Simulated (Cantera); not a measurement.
Feed: 1 mol Cu, 0.38 mol H2O, 5.6 mol H2, at 1 atm.

Method: chemical equilibrium by Gibbs-energy minimisation in Cantera with the NASA 1993 tables (ideal gas, pure condensed phases). Candidate condensed phases: Cu, CuO, Cu(OH)2, Cu2O, H2O; 12 gas species. Rates play no part.

x: gas mole fraction; n: condensed amount in mol.

```json
[
 {"T (°C)": "352", "x H2": "0.936", "x H2O": "0.0635", "x Cu": "<1e-12", "x H": "<1e-12", "x Cu2": "<1e-12", "n Cu(s)": "1.00", "n Cu(l)": "0"},
 {"T (°C)": "452", "x H2": "0.936", "x H2O": "0.0635", "x Cu": "<1e-12", "x H": "<1e-12", "x Cu2": "<1e-12", "n Cu(s)": "1.00", "n Cu(l)": "0"},
 {"T (°C)": "552", "x H2": "0.936", "x H2O": "0.0635", "x Cu": "<1e-12", "x H": "7.63e-12", "x Cu2": "<1e-12", "n Cu(s)": "1.00", "n Cu(l)": "0"},
 {"T (°C)": "652", "x H2": "0.936", "x H2O": "0.0635", "x Cu": "<1e-12", "x H": "2.50e-10", "x Cu2": "<1e-12", "n Cu(s)": "1.00", "n Cu(l)": "0"},
 {"T (°C)": "752", "x H2": "0.936", "x H2O": "0.0635", "x Cu": "4.09e-11", "x H": "4.19e-9", "x Cu2": "<1e-12", "n Cu(s)": "1.00", "n Cu(l)": "0"},
 {"T (°C)": "852", "x H2": "0.936", "x H2O": "0.0635", "x Cu": "1.32e-9", "x H": "4.27e-8", "x Cu2": "<1e-12", "n Cu(s)": "1.00", "n Cu(l)": "0"},
 {"T (°C)": "952", "x H2": "0.936", "x H2O": "0.0635", "x Cu": "2.39e-8", "x H": "3.00e-7", "x Cu2": "<1e-12", "n Cu(s)": "1.00", "n Cu(l)": "0"},
 {"T (°C)": "1052", "x H2": "0.936", "x H2O": "0.0635", "x Cu": "2.77e-7", "x H": "1.57e-6", "x Cu2": "2.89e-11", "n Cu(s)": "1.000", "n Cu(l)": "0"},
 {"T (°C)": "1152", "x H2": "0.936", "x H2O": "0.0635", "x Cu": "[?]", "x H": "[?]", "x Cu2": "[?]", "n Cu(s)": "0", "n Cu(l)": "1.000"},
 {"T (°C)": "1252", "x H2": "0.936", "x H2O": "0.0635", "x Cu": "1.23e-5", "x H": "2.27e-5", "x Cu2": "5.64e-9", "n Cu(s)": "0", "n Cu(l)": "1.000"},
 {"T (°C)": "1352", "x H2": "0.936", "x H2O": "0.0635", "x Cu": "5.64e-5", "x H": "6.78e-5", "x Cu2": "4.63e-8", "n Cu(s)": "0", "n Cu(l)": "1.000"},
 {"T (°C)": "1452", "x H2": "0.936", "x H2O": "0.0635", "x Cu": "[?]", "x H": "[?]", "x Cu2": "[?]", "n Cu(s)": "0", "n Cu(l)": "0.999"},
 {"T (°C)": "1552", "x H2": "0.935", "x H2O": "0.0635", "x Cu": "0.000711", "x H": "0.000423", "x Cu2": "1.52e-6", "n Cu(s)": "0", "n Cu(l)": "0.996"},
 {"T (°C)": "1652", "x H2": "0.934", "x H2O": "0.0634", "x Cu": "0.00206", "x H": "0.000918", "x Cu2": "6.51e-6", "n Cu(s)": "0", "n Cu(l)": "0.988"}
]
```

**Question.** Some entries are withheld; supply them.

**Answer.** 
- 1452, x Cu: 0.000216
- 1452, x H: 0.000179
- 1452, x Cu2: 2.95e-7
- 1152, x Cu: 2.14e-6
- 1152, x H: 6.56e-6
- 1152, x Cu2: 5.03e-10
